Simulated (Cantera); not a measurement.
**Stirred combustor or abatement burner**

A perfectly stirred reactor is fed with 11.3 % CO, 7.46 % H₂, 6.33 % CH₄, 15.7 % O₂, 59.2 % N₂, equivalence ratio 1.4, at 8.60 bar; it is adiabatic with a 625 K inlet, and is followed from long to short residence time, starting on the burning branch (τ in s: 0.22, 0.076, 0.026, 0.0089, 0.003, 0.001, 0.00035, 0.00012, 4.1e-05, 1.4e-05, 4.8e-06).

Model: GRI-Mech 3.0 (53 species, 325 reactions), integrated in Cantera.

```
τ (s)    T (K)    x CO    x H₂     x CH₄    x NO₂    x C₂H₄   x CH₂O       x O
-------  -----  ------  ------  --------  -------  --------  -------  --------
0.22      2391  0.0970  0.0337   1.19e-6  8.80e-9  1.71e-11  5.95e-8   1.78e-5
0.076     2390  0.0970  0.0337   3.23e-6  9.40e-9  1.29e-10  1.46e-7   1.91e-5
0.026     2389  0.0970  0.0337   8.10e-6  1.09e-8  8.57e-10  3.72e-7   2.25e-5
0.0089    2385  0.0971  0.0337   1.75e-5  1.41e-8   4.44e-9  8.97e-7   3.12e-5
0.0030    2378  0.0972  0.0337   3.20e-5  2.00e-8   1.71e-8  1.98e-6   5.27e-5
0.0010    2366  0.0975  0.0338   5.26e-5  2.94e-8   5.04e-8  4.01e-6  0.000105
0.00035   2345  0.0981  0.0340   8.37e-5  4.09e-8   1.21e-7  7.46e-6  0.000216
0.00012   2310  0.0992  0.0344  0.000145  5.09e-8   2.94e-7  1.40e-5  0.000443
4.1e-5    2255   0.102  0.0351  0.000289  5.20e-8   8.06e-7  2.74e-5  0.000840
1.4e-5    2168   0.108  0.0360  0.000723  4.05e-8   3.21e-6  6.28e-5   0.00132
4.8e-6     625   0.113  0.0746    0.0633   <1e-12    <1e-12   <1e-12    <1e-12
```
x: mole fraction; the columns are a selection and need not sum to one.
